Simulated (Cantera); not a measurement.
A freely propagating, adiabatic, planar premixed flame of 35.3 % H2, 13.6 % O2, 51.1 % N2, equivalence ratio 1.3, unburnt at 425 K and 760 Torr; multicomponent+Soret transport, grid criteria slope 0.08 and curve 0.16, no radiation.

Cantera simulation using the H2/O2 subset of GRI-Mech 3.0, which has no nitrogen chemistry; the numbers are that mechanism's predictions, not measurements. Burning velocities carry a grid error of a few per cent, more on coarse grids.

x: mole fraction of selected species; z is measured from the peak of heat release.

```csv
z (mm),T (K),u (m/s),x H2,x O2,x HO2,x H,x OH,x H2O2
-1.14,425,4.53,0.353,0.136,<1e-8,<1e-8,<1e-8,<1e-8
-0.760,425,4.53,0.353,0.136,<1e-8,<1e-8,<1e-8,<1e-8
-0.570,425,4.53,0.353,0.136,<1e-8,<1e-8,<1e-8,<1e-8
-0.380,425,4.53,0.352,0.136,7.41e-8,<1e-8,<1e-8,<1e-8
-0.190,439,4.59,0.338,0.139,0.000152,1.62e-5,1.80e-5,?
-0.0950,713,7.15,0.292,0.134,0.000271,0.00482,0.00107,?
0,1193,11.7,0.198,0.0926,9.32e-5,0.0362,0.00286,?
0.0950,1511,14.7,0.110,0.0345,3.14e-5,0.0656,0.00762,?
0.190,1660,16.1,0.0858,0.0152,1.28e-5,0.0682,0.0104,?
0.380,1810,17.4,0.0841,0.00930,6.99e-6,0.0578,0.0123,?
0.760,1959,18.7,0.0867,0.00677,4.53e-6,0.0444,0.0129,?
1.52,2103,19.9,0.0880,0.00439,2.72e-6,0.0318,0.0122,?
3.04,2224,20.8,0.0883,0.00247,1.51e-6,0.0214,0.0103,?
```

Task: Fill in the missing entries.

Result: 
- -0.190, x H2O2: 6.45e-6
- -0.0950, x H2O2: 5.81e-5
- 0, x H2O2: 6.08e-6
- 0.0950, x H2O2: 2.67e-6
- 0.190, x H2O2: 1.67e-6
- 0.380, x H2O2: 9.09e-7
- 0.760, x H2O2: 4.80e-7
- 1.52, x H2O2: 2.63e-7
- 3.04, x H2O2: 1.55e-7
